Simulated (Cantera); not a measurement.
A closed system holds: 1 mol Si, 0.53 mol O2, 7.4 mol H2, equilibrated at 627 °C and 13300 Pa.

Method: chemical equilibrium by Gibbs-energy minimisation in Cantera with the NASA 1993 tables (ideal gas, pure condensed phases). Candidate condensed phases: H2O, Si, SiO2; 18 gas species. The numbers say what is thermodynamically allowed, not how fast it happens.

Base state: H2 1.00 (mole fractions); condensed: Si(s) + SiO2(β-quartz).

Q: What changes in the equilibrium state with this change: temperature from 627 °C to 1625 °C?

A: 
```csv
species,before,after
H2,1.00,0.884
SiO,<1e-9,0.113
H,<1e-9,0.00201
H2O,<1e-9,0.000785
"Si(s), mol",0.470,0
"SiO2(β-quartz), mol",0.530,0
"SiO2(condensed), mol",0,0.0535
```
The tables hold silica as quartz up to 1696 K and as liquid above; real silica turns to tridymite and cristobalite and melts near 1996 K.
